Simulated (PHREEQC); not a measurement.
Dissolve 1.1 mol Na2CO3, 0.33 mol H3BO3 and 4.2 mol KBr per kg of water at 25 °C. Closed to the air; pH follows from the charge balance.

Equilibrium calculation in PHREEQC: Pitzer model, pitzer.dat.

No solid was allowed to form.

Question: What pH does the model give?

Answer: pH 10.22.

Question: In which forms is B present?

Answer: B4O5(OH)4-2 48 %, B(OH)4- 39 %, B(OH)3 9.5 %, B3O3(OH)4- 3.6 % of the B.

Complexes and solids missing from the database can't appear. In brines, pH and single-ion activities rest on the MacInnes convention.
